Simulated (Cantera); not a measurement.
Input: 1 mol trisilylamine, a varied amount of N2, at 1002 °C and 0.698 Torr.

Method: chemical equilibrium by Gibbs-energy minimisation in Cantera with the NASA 1993 tables (ideal gas, pure condensed phases). Candidate condensed phases: Si, Si3N4; 18 gas species. The feed counts by its element totals alone. Mutual solubility and eutectic melting of coexisting phases are not modelled. Kinetics and transport are ignored.

log p: log10 of the partial pressure in bar; n: condensed amount in mol.

| n(N2) (mol) | log p H2 | log p N2 | log p H | log p SiH2 | log p NH3 | log p Si | n Si(s) | n Si3N4(s) |
|---|---|---|---|---|---|---|---|---|
| 0.4 | -3.03 | -6.59 | -7.65 | -10.34 | -11.71 | -10.71 | 1.65 | 0.449 |
| 0.94 | -3.03 | -6.59 | -7.65 | -10.34 | -11.71 | -10.71 | ? | ? |
| 2.2 | -3.09 | -3.90 | -7.68 | -12.20 | -10.45 | -12.51 | 0 | 1.00 |
| 5.3 | -3.30 | -3.37 | -7.78 | -12.75 | -10.49 | -12.86 | 0 | 1.00 |
| 13 | ? | ? | ? | ? | ? | ? | 0 | 1.00 |
| 30 | -3.90 | -3.10 | -8.08 | -13.54 | -11.26 | -13.05 | 0 | 1.00 |
| 72 | -4.25 | -3.06 | -8.26 | -13.92 | -11.77 | -13.07 | 0 | 1.00 |

**Question.** What belongs in the gaps?

**Answer.** 
- 13, log p H2: -3.58
- 13, log p N2: -3.17
- 13, log p H: -7.92
- 13, log p SiH2: -13.17
- 13, log p NH3: -10.82
- 13, log p Si: -12.99
- 0.94, n Si(s): 0.842
- 0.94, n Si3N4(s): 0.719
